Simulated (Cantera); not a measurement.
A perfectly stirred reactor is fed with CH₄ : H₂O : H₂ : N₂ = 1 : 0.76 : 0.51 : 0.026 (molar parts), at 0.306 atm; it is held at 1575 K, and followed from long to short residence time.

Cantera simulation using GRI-Mech 3.0 (53 species, 325 reactions); the numbers are that mechanism's predictions, not measurements. GRI-Mech 3.0 stops at C3 and has no aromatics, soot or wall deposition, so with more carbon than oxygen in the feed, carbon stays in small species such as C2H2 where larger ones or solid carbon would form.

### Question
Predict: x(CH₄) at τ = 24.0 s; x(H₂O) at τ = 24.0 s; x(H₂) at τ = 24.0 s; x(CH₂) at τ = 24.0 s; x(HCO) at τ = 24.0 s; x(CH₄) at τ = 0.180 s; x(H₂O) at τ = 0.180 s; x(H₂) at τ = 0.180 s; x(CH₂) at τ = 0.180 s.

### Answer
```json
{
  "x(CH₄) at τ = 24.0 s": "0.0359",
  "x(H₂O) at τ = 24.0 s": "0.0912",
  "x(H₂) at τ = 24.0 s": "0.686",
  "x(CH₂) at τ = 24.0 s": "7.60e-9",
  "x(HCO) at τ = 24.0 s": "2.54e-9",
  "x(CH₄) at τ = 0.180 s": "0.256",
  "x(H₂O) at τ = 0.180 s": "0.287",
  "x(H₂) at τ = 0.180 s": "0.383",
  "x(CH₂) at τ = 0.180 s": "3.28e-8"
}
```
